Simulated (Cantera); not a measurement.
**Thermodynamics of nitride etching, feed Si3N4 + NF3 + H2**

Input: 1 mol Si3N4, 11 mol NF3, 2.4 mol H2, equilibrated at 973 K.

Method: chemical equilibrium by Gibbs-energy minimisation in Cantera with the NASA 1993 tables (ideal gas, pure condensed phases). Candidate condensed phases: Si, Si3N4; 37 gas species. The numbers say what is thermodynamically allowed, not how fast it happens.

| P (Pa) | x F | x N2 | x F2 | x HF | x SiF4 | x NF3 | x NF2 |
|---|---|---|---|---|---|---|---|
| 1 | 0.514 | 0.238 | 0.000475 | 0.152 | 0.0953 | 3.17e-11 | 2.67e-11 |
| 10 | 0.507 | 0.239 | 0.00463 | 0.153 | 0.0957 | 9.68e-9 | 8.25e-10 |
| 100 | 0.458 | 0.247 | 0.0378 | 0.158 | 0.0988 | 2.29e-6 | 2.16e-8 |
| 1000 | 0.290 | 0.274 | 0.151 | 0.175 | 0.110 | 0.000193 | 2.88e-7 |
| 10000 | 0.120 | 0.300 | 0.260 | 0.194 | 0.121 | 0.00456 | 1.64e-6 |
| 100000 | 0.0384 | 0.306 | 0.266 | 0.211 | 0.132 | 0.0475 | 5.34e-6 |
x: gas mole fraction; nothing condenses.

From 1.00 Pa to 1.00 bar nothing is condensed. The main Si-bearing gas is SiF4 throughout.
